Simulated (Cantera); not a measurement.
A Cantera script and what it prints.

```python
import numpy as np
import cantera as ct

gas_names = """
    C CO COS CO2 CS CS2 C2 C2O C3 C3O2 C4 C5 Mg MgO MgS Mg2 O O2 O3 S SO SO2 SO3 S2 S2O S8
""".split()
cond_names = """
    C(gr) Mg(cr) Mg(L) MgCO3(s) MgO(s) MgO(L) MgS(s) MgSO4(s) MgSO4(L) S(cr1) S(cr2) S(L)
""".split()


# ... load() reads the species with a 1 bar reference pressure and builds the phases ...
atoms = {
    'MgCO3': {'Mg': 1, 'C': 1, 'O': 3},
    'SO3': {'S': 1, 'O': 3},
    'CO2': {'C': 1, 'O': 2},
}
top_T = {'C(gr)': 4500, 'MgS(s)': 2250}  # K; cautious upper limits of use, not melting points


# ... equilibrate(T, P, feed) seeds the gas with the atoms and calls Mixture.equilibrate('TP', solver="vcs", rtol=1e-11, max_steps=5000) ...
results = []
feed = {'MgCO3': 1, 'SO3': 0.63, 'CO2': 0.11}  # mol
P = 1900000  # Pa
for T in [673, 723, 773, 823, 873, 923, 973, 1023, 1073, 1123, 1173, 1223, 1273]:
    mix = equilibrate(T, P, feed)
    results.append((T, P, feed, dict(zip(mix.species_names, mix.species_moles))))

top = {s: max(r[3][s] / sum(r[3][g] for g in gas_names) for r in results) for s in gas_names}
cols = sorted((s for s in top if top[s] > 0.001), key=lambda s: -top[s])[:7]
seen = [c for c in cond_names if any(r[3].get(c, 0) > 1e-12 for r in results)]
print("log10 of partial pressures in bar; condensed amounts in mol")
print(f"{'T/K':>10s}" + "".join(f"{s[:9]:>10s}" for s in cols + seen))
for T, P, feed, n in results:
    ng = sum(n[g] for g in gas_names)
    print(f"{T:10.4g}" + "".join(f"{np.log10(max(n[s] / ng * P / 1e5, 1e-99)):10.3f}" for s in cols)
          + "".join(f"{n.get(c, 0):10.4g}" for c in seen))
```

It prints:

```
log10 of partial pressures in bar; condensed amounts in mol
       T/K       CO2       SO2        O2  MgCO3(s)    MgO(s)  MgSO4(s)
       673     1.279    -9.150    -9.460      0.37         0      0.63
       723     1.279    -8.191    -8.489      0.37         0      0.63
       773     1.279    -7.352    -7.650      0.37         0      0.63
       823     1.279    -6.435    -6.714         0      0.37      0.63
       873     1.279    -5.510    -5.808         0      0.37      0.63
       923     1.279    -4.693    -4.993         0      0.37      0.63
       973     1.279    -3.962    -4.263         0      0.37      0.63
      1023     1.279    -3.306    -3.607         0      0.37      0.63
      1073     1.279    -2.713    -3.014         0    0.3701    0.6299
      1123     1.279    -2.175    -2.476         0    0.3704    0.6296
      1173     1.278    -1.685    -1.986         0    0.3712    0.6288
      1223     1.277    -1.238    -1.539         0    0.3735    0.6265
      1273     1.273    -0.827    -1.128         0    0.3792    0.6208
```

Method: chemical equilibrium by Gibbs-energy minimisation in Cantera with the NASA 1993 tables (ideal gas, pure condensed phases). Mutual solubility and eutectic melting of coexisting phases are not modelled.
